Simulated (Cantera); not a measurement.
Feed: 1 mol N2O, 1.8 mol O2, 0.22 mol H2O, held at 2550 K and 0.600 bar.

Method: chemical equilibrium by Gibbs-energy minimisation in Cantera with the NASA 1993 tables (ideal gas, pure condensed phases). Candidate condensed phases: H2O; 24 gas species. Rates play no part.

Base state: O2 0.618, N2 0.267, H2O 0.0514, NO 0.0250, O 0.0187, OH 0.0180, H 0.00102, H2 0.000637 (mole fractions); condensed: gas only.

What changes in the equilibrium state with this change: temperature from 2550 K to 3548 K?


```csv
species,before,after
O,0.0187,0.384
O2,0.618,0.286
N2,0.267,0.193
H,0.00102,0.0423
H2O,0.0514,0.00482
OH,0.0180,0.0388
NO,0.0250,0.0484
N,3.07e-7,0.000157
H2,0.000637,0.00248
```

What changes in the equilibrium state with this change: pressure from 0.600 bar to 0.310 bar?


```json
[
 {"species": "O2", "before": "0.618", "after": "0.611"},
 {"species": "N2", "before": "0.267", "after": "0.266"},
 {"species": "H2O", "before": "0.0514", "after": "0.0492"},
 {"species": "O", "before": "0.0187", "after": "0.0259"},
 {"species": "OH", "before": "0.0180", "after": "0.0207"},
 {"species": "NO", "before": "0.0250", "after": "0.0248"},
 {"species": "H", "before": "0.00102", "after": "0.00164"},
 {"species": "NO2", "before": "2.82e-5", "after": "2.00e-5"},
 {"species": "H2", "before": "0.000637", "after": "0.000853"},
 {"species": "HO2", "before": "2.31e-5", "after": "1.90e-5"}
]
```
